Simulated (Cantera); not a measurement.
Equilibrium for iron carbonyl, mercury and lead vapours: Fe(CO)₅ + H₂ + O₂

Input: 1 mol Fe(CO)₅, 0.071 mol H₂, a varied amount of O₂, equilibrated at 1125 °C and 0.105 Torr.

Method: chemical equilibrium by Gibbs-energy minimisation in Cantera with the NASA 1993 tables (ideal gas, pure condensed phases). Candidate condensed phases: C, C₆H₆, C₇H₈, C₈H₁₈, Fe, Fe(CO)₅, FeO, Fe(OH)₂, Fe(OH)₃, Fe₂O₃, Fe₃O₄, H₂O; 114 gas species. Mutual solubility and eutectic melting of coexisting phases are not modelled. The tables' stoichiometric FeO is somewhat more stable than real wüstite, so its field is too wide. FeO: taken at fixed stoichiometry. Equilibrium is a limit: real reactors are often held back by kinetics, nucleation or transport.

| n(O₂) (mol) | x CO | x CO₂ | x H₂ | x H₂O | x Fe | x H | x OH | n Fe(γ) | n FeO(s) |
|---|---|---|---|---|---|---|---|---|---|
| 0.26 | 0.886 | 0.0998 | 0.0112 | 0.00274 | 0.000105 | 4.25e-5 | 2.04e-7 | 0.999 | 0 |
| 0.4 | 0.840 | 0.145 | 0.0102 | 0.00381 | 0.000105 | 4.04e-5 | 2.98e-7 | 0.956 | 0.0432 |
| 0.53 | 0.840 | 0.145 | 0.0102 | 0.00381 | 0.000105 | 4.04e-5 | 2.98e-7 | 0.696 | 0.303 |
| 0.66 | 0.840 | 0.145 | 0.0102 | 0.00381 | 0.000105 | 4.04e-5 | 2.98e-7 | 0.436 | 0.563 |
| 0.8 | 0.840 | 0.145 | 0.0102 | 0.00381 | 0.000105 | 4.04e-5 | 2.98e-7 | 0.156 | 0.843 |
| 0.93 | 0.820 | 0.165 | 0.00973 | 0.00425 | 8.97e-5 | 3.95e-5 | 3.40e-7 | 0 | 1.000 |
| 1.1 | 0.755 | 0.231 | 0.00841 | 0.00557 | 5.91e-5 | 3.68e-5 | 4.80e-7 | 0 | 1.000 |
| 1.2 | 0.716 | 0.270 | 0.00770 | 0.00628 | 4.80e-5 | 3.52e-5 | 5.66e-7 | 0 | 1.000 |
| 1.3 | 0.677 | 0.309 | 0.00704 | 0.00694 | 3.97e-5 | 3.36e-5 | 6.54e-7 | 0 | 1.000 |
x: gas mole fraction; n: condensed amount in mol.

At 0.26 mol O₂ the condensed part is Fe(γ). From 0.4 mol O₂ to 0.8 mol O₂ the condensed part is Fe(γ) + FeO(s). From 0.93 mol O₂ to 1.3 mol O₂ the condensed part is FeO(s). The main Fe-bearing gas is Fe throughout.
